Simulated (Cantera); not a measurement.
An isothermal, constant-pressure homogeneous reactor starts with 47.6 % C₂H₆, 52.4 % N₂, at 1325 K and 100.0 Torr.

Model: GRI-Mech 3.0 (53 species, 325 reactions), integrated in Cantera. GRI-Mech 3.0 stops at C3 and has no aromatics, soot or wall deposition, so with more carbon than oxygen in the feed, carbon stays in small species such as C2H2 where larger ones or solid carbon would form.

Predict: x(C₂H₆) at 30.0 s; x(CH₃) at 30.0 s; x(CH₄) at 30.0 s; x(H) at 30.0 s.


| Property | Result |
|---|---|
| x(C₂H₆) at 30.0 s | 4.20e-5 (gas-phase equilibrium 3.47e-5) |
| x(CH₃) at 30.0 s | 1.38e-5 (gas-phase equilibrium 1.33e-5) |
| x(CH₄) at 30.0 s | 0.0850 (gas-phase equilibrium 0.0928) |
| x(H) at 30.0 s | 3.22e-6 (gas-phase equilibrium 2.80e-6) |
